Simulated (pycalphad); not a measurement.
# Phase fractions of Si-86.8Cu (at.%)

CALPHAD calculation (pycalphad, COST 507 light-alloy database (1999)), 1 atm. The data set is of 1999 and partly superseded. Phase fractions are per mole of atoms. Kinetics are ignored, which matters at the lower temperatures.

| T (K) | LIQUID | FCC_A1 | HCP_A3 | BCC_A2 | CU33SI7_DELTA | CU56SI11_GAMMA | CU19SI6_ETA |
|---|---|---|---|---|---|---|---|
| 1190 | 1.000 | - | - | - | - | - | - |
| 1110 | - | - | 0.551 | 0.449 | - | - | - |
| 1030 | - | - | 0.831 | - | 0.169 | - | - |
| 950 | - | - | ___ | - | - | ___ | - |
| 870 | - | - | ___ | - | - | ___ | - |
| 790 | - | 0.425 | - | - | - | 0.575 | - |
| 710 | - | 0.372 | - | - | - | 0.628 | - |
| 630 | - | 0.621 | - | - | - | - | 0.379 |
| 550 | - | 0.581 | - | - | - | - | 0.419 |

Question: What belongs in the gaps?

Answer: 
- 950, HCP_A3: 0.677
- 950, CU56SI11_GAMMA: 0.323
- 870, HCP_A3: 0.591
- 870, CU56SI11_GAMMA: 0.409

Database names, with the compositions (at.%) that they take in these runs: CU33SI7_DELTA: Cu 82 Si 18; CU56SI11_GAMMA: Cu 84 Si 16; CU19SI6_ETA: Cu 76 Si 24. FCC_A1 is fcc; BCC_A2 is bcc; HCP_A3 is hcp. The hcp model here describes the intermediate κ phase of Cu-Si.
